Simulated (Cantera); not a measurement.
# Catalytic combustion on Pt

An isothermal plug-flow reactor at 725 K and 200000 Pa (inlet), inlet velocity 0.25 m/s, active area per volume 130 1/m; feed 1.15 % CO, 11.5 % O2, 82.3 % N2, 5.10 % H2O.

Cantera simulation using Deutschmann's 1995 Pt surface mechanism with GRI-Mech 3.0 gas chemistry; the numbers are that mechanism's predictions, not measurements. Catalytic surfaces can have several steady states; this one follows from the mechanism file's or the stated starting coverage. Mass transfer to the wall is taken as infinitely fast.

```json
[
 {"z (m)": "7.4e-05", "x CO": "0.0111", "x O2": "0.114", "x H2O": "0.0510", "x CO2": "0.000328", "θ free Pt": "0.0657", "θ O*": "0.0445", "θ OH*": "0.00286", "θ CO*": "0.887"},
 {"z (m)": "0.00016", "x CO": "0.0107", "x O2": "0.114", "x H2O": "0.0511", "x CO2": "0.000736", "θ free Pt": "0.0684", "θ O*": "0.0485", "θ OH*": "0.00305", "θ CO*": "0.880"},
 {"z (m)": "0.00034", "x CO": "0.00975", "x O2": "0.114", "x H2O": "0.0511", "x CO2": "0.00172", "θ free Pt": "0.0764", "θ O*": "0.0618", "θ OH*": "0.00364", "θ CO*": "0.858"},
 {"z (m)": "0.00074", "x CO": "0.00631", "x O2": "0.112", "x H2O": "0.0512", "x CO2": "0.00518", "θ free Pt": "0.0380", "θ O*": "0.939", "θ OH*": "0.01000", "θ CO*": "0.0134"},
 {"z (m)": "0.0016", "x CO": "0.00574", "x O2": "0.112", "x H2O": "0.0512", "x CO2": "0.00575", "θ free Pt": "0.0215", "θ O*": "0.967", "θ OH*": "0.00763", "θ CO*": "0.00380"},
 {"z (m)": "0.0034", "x CO": "0.00519", "x O2": "0.112", "x H2O": "0.0512", "x CO2": "0.00631", "θ free Pt": "0.0169", "θ O*": "0.974", "θ OH*": "0.00680", "θ CO*": "0.00211"},
 {"z (m)": "0.0074", "x CO": "0.00448", "x O2": "0.111", "x H2O": "0.0512", "x CO2": "0.00702", "θ free Pt": "0.0139", "θ O*": "0.979", "θ OH*": "0.00618", "θ CO*": "0.00123"}
]
```
x: gas mole fraction; θ: surface coverage.
